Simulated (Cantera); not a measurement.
A Cantera script and its output.

```python
import numpy as np
import cantera as ct

gas = ct.Solution("gri30.yaml")


def delay(T, t_max=10):
    gas.TPX = T, 1000000, {'CH4': 1, 'O2': 2.44, 'N2': 7.07}
    reactor = ct.IdealGasReactor(gas, clone=False)
    net = ct.ReactorNet([reactor])
    net.rtol, net.atol = 1e-8, 1e-16
    while net.time < t_max:
        t_old, T_old = net.time, reactor.T
        net.step()
        if reactor.T > T + 400:  # ignition: a rise of 400 K
            return t_old + (T + 400 - T_old) / (reactor.T - T_old) * (net.time - t_old)
    return np.nan


taus = []
for T in [1150, 1225, 1300, 1375, 1450, 1525, 1600, 1675]:
    taus.append(delay(T))
    print(f"T0 = {T:6g} K   tau = {taus[-1]:.4e} s")
```

It prints:

```
T0 =   1150 K   tau = 6.3429e-03 s
T0 =   1225 K   tau = 2.4342e-03 s
T0 =   1300 K   tau = 1.0082e-03 s
T0 =   1375 K   tau = 4.4511e-04 s
T0 =   1450 K   tau = 2.0818e-04 s
T0 =   1525 K   tau = 1.0278e-04 s
T0 =   1600 K   tau = 5.3464e-05 s
T0 =   1675 K   tau = 2.9290e-05 s
```

Model: GRI-Mech 3.0 (53 species, 325 reactions), integrated in Cantera.
